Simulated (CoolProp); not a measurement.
Sulfur dioxide along the isobar 95.1 bar: fugacity coefficient from the reference equation and from simpler models built on Tc = 430.6 K, pc = 78.87 bar, ω = 0.256; each cubic takes its own stable root.

Values from CoolProp's reference Helmholtz-energy equation of state, Gao 2016.

```
T (K)          phase  reference
-----  -------------  ---------
259.5         liquid    0.01065
288.2         liquid    0.03298
316.8         liquid    0.07881
345.5         liquid     0.1564
374.1         liquid     0.2682
402.8         liquid     0.4109
431.5  supercritical     0.5698
460.1  supercritical     0.6843
488.8  supercritical     0.7492
```

### Question
How far does each simpler model (van der Waals, Redlich-Kwong, Peng-Robinson) lie from the reference over these 9 states: mean and median of the absolute difference, and the worst?

### Answer
- van der Waals: mean 165.1 %, median 53.4 %, worst +754.1 % at 259.5 K and 95.1 bar
- Redlich-Kwong: mean 31.6 %, median 19.2 %, worst +100.8 % at 259.5 K and 95.1 bar
- Peng-Robinson: mean 1.2 %, median 0.7 %, worst -2.7 % at 460.1 K and 95.1 bar
